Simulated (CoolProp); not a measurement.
Vapour-liquid equilibrium of R134a (1) + R124 (2) at 4.67 bar; x and y are mole fractions of (1).

The numbers come from the multi-fluid Helmholtz-energy mixture model, Tillner-Roth 1994 and de Vries 1995; pair parameters Bell 2016 in CoolProp.

| x | bubble temperature, mixture model (K) | bubble temperature, Raoult's law (K) | y, mixture model | y, Raoult's law |
|---|---|---|---|---|
| 0.05 | 303.3 | 303.5 | 0.085 | 0.083 |
| 0.15 | 300.5 | 301.3 | 0.236 | 0.234 |
| 0.25 | 298.1 | 299.1 | 0.365 | 0.367 |
| 0.35 | ? | 297.1 | 0.477 | 0.484 |
| 0.45 | 294.1 | 295.3 | 0.575 | 0.588 |
| 0.55 | 292.4 | 293.5 | 0.663 | 0.681 |
| 0.65 | 290.9 | 291.9 | ? | 0.765 |
| 0.75 | 289.6 | 290.3 | ? | 0.840 |
| 0.85 | ? | 288.8 | 0.893 | 0.909 |
| 0.95 | 287.3 | 287.4 | 0.964 | 0.971 |

Task: Fill in the missing entries.

Result: 
- 0.35, bubble temperature, mixture model (K): 296.0
- 0.65, y, mixture model: 0.744
- 0.75, y, mixture model: 0.820
- 0.85, bubble temperature, mixture model (K): 288.4

The largest gap from Raoult's law is -1.2 K in bubble temperature, at x = 0.45. No azeotrope shows between x = 0.05 and 0.95.

The pair parameters rest on a limited set of measurements; away from them the model extrapolates.
